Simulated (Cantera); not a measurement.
An isothermal, constant-pressure homogeneous reactor starts with H2 : O2 : N2 = 0.042 : 1 : 1.6 (molar parts), at 1200 K and 0.0132 atm.

Cantera simulation using the H2/O2 subset of GRI-Mech 3.0, which has no nitrogen chemistry; the numbers are that mechanism's predictions, not measurements. Radical loss at walls, strong at low pressure, is not modelled.

x: mole fraction; the columns are a selection and need not sum to one.

| t (s) | x H2 | x O2 | x H2O2 | x OH | x H | x H2O |
|---|---|---|---|---|---|---|
| 0.000700 | 0.0159 | 0.379 | 1.72e-12 | (withheld) | 3.00e-9 | 5.44e-9 |
| 0.00145 | 0.0159 | 0.379 | 7.29e-12 | (withheld) | 1.85e-8 | 5.67e-8 |
| 0.00300 | 0.0159 | 0.378 | 3.37e-11 | (withheld) | 6.84e-7 | 2.43e-6 |
| 0.00621 | 0.0122 | 0.376 | 3.03e-8 | 0.00109 | 0.000839 | 0.00278 |
| 0.0129 | 0.000267 | 0.366 | 2.77e-8 | (withheld) | 0.00221 | 0.0139 |
| 0.0266 | 0.000205 | 0.366 | 2.47e-8 | (withheld) | 0.00182 | 0.0143 |
| 0.0552 | 0.000171 | 0.368 | 2.49e-8 | (withheld) | 0.00135 | 0.0146 |
| 0.114 | 0.000120 | 0.369 | 2.46e-8 | (withheld) | 0.000771 | 0.0151 |
| 0.236 | 6.42e-5 | 0.371 | 2.30e-8 | (withheld) | 0.000296 | 0.0155 |
| 0.490 | 2.53e-5 | 0.373 | 1.86e-8 | (withheld) | 7.23e-5 | 0.0158 |
| 1.01 | 7.83e-6 | 0.373 | 1.21e-8 | (withheld) | 1.24e-5 | 0.0159 |
| 2.10 | 2.19e-6 | 0.373 | 6.34e-9 | (withheld) | 1.85e-6 | 0.0160 |
| 4.35 | 6.22e-7 | 0.373 | 2.80e-9 | (withheld) | 2.82e-7 | 0.0160 |
| 9.00 | 1.92e-7 | 0.374 | 1.15e-9 | (withheld) | 4.87e-8 | 0.0160 |

### Question
Some entries are withheld; supply them.

### Answer

- 0.000700, x OH: 4.49e-9
- 0.00145, x OH: 3.09e-8
- 0.00300, x OH: 1.17e-6
- 0.0129, x OH: 0.00118
- 0.0266, x OH: 0.00106
- 0.0552, x OH: 0.000967
- 0.114, x OH: 0.000811
- 0.236, x OH: 0.000595
- 0.490, x OH: 0.000374
- 1.01, x OH: 0.000209
- 2.10, x OH: 0.000111
- 4.35, x OH: 5.92e-5
- 9.00, x OH: 3.30e-5
